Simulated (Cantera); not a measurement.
Charge: 1 mol FeS, 3.5 mol H2, 4.4 mol N2, equilibrated at 1402 °C and 0.390 bar.

These are equilibrium values from Cantera (NASA tables, ideal gas, pure condensed phases), not measurements of a reactor. Candidate condensed phases: Fe, FeS, FeS2, S; 16 gas species. Metal and sulfide melt together well below either melting point, which pure phases cannot show. Mutual solubility and eutectic melting of coexisting phases are not modelled. FeS: taken at fixed stoichiometry. Equilibrium is a limit: real reactors are often held back by kinetics, nucleation or transport.

Base state: N2 0.557, H2 0.434, H2S 0.00841, SH 0.000363, S2 0.000333, H 0.000122, Fe 1.06e-5 (mole fractions); condensed: Fe(δ) + FeS(l).

Task: What changes in the equilibrium state with this change: 0.0044 mol O2 added?

Result: 
```
species        before     after
-----------  --------  --------
N2              0.557     0.557
H2              0.434     0.433
H2S           0.00841   0.00839
H2O                 0   0.00111
Fe            1.06e-5   1.06e-5
SH           0.000363  0.000362
H            0.000122  0.000122
S2           0.000333  0.000333
Fe(δ), mol     0.0746    0.0745
FeS(l), mol     0.925     0.925
```
Further candidate phases: FeO, Fe(OH)2, Fe(OH)3, FeSO4, Fe2O3, Fe2(SO4)3, Fe3O4, H2O, H2SO4.
